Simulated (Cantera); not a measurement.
## Aluminium nitride and oxide growth: AlCl₃ + HCl + N₂

Charge: 1 mol AlCl₃, 8.1 mol HCl, a varied amount of N₂, equilibrated at 1148 K and 59.0 Pa.

Equilibrium computed with Cantera from the NASA thermochemical tables; the gas is ideal and each condensed phase is pure. Candidate condensed phases: Al, AlCl₃, AlN, NH₄Cl; 20 gas species. The numbers say what is thermodynamically allowed, not how fast it happens.

```csv
n(N₂) (mol),x N₂,x HCl,x AlCl₃,x Cl,x H₂
1.2,0.116,0.786,0.0971,0.000201,0.000103
2.5,0.215,0.698,0.0862,0.000186,9.54e-5
5.3,0.368,0.562,0.0694,0.000161,8.23e-5
11,0.547,0.403,0.0497,0.000129,6.57e-5
23,0.716,0.252,0.0312,9.48e-5,4.79e-5
48,0.841,0.142,0.0175,6.47e-5,3.25e-5
100,0.917,0.0742,0.00917,4.21e-5,2.10e-5
210,0.958,0.0369,0.00456,2.65e-5,1.32e-5
440,0.980,0.0180,0.00223,1.64e-5,8.13e-6
```
x: gas mole fraction; nothing condenses.

From 1.2 mol N₂ to 440 mol N₂ nothing is condensed. The main Al-bearing gas is AlCl₃ throughout.
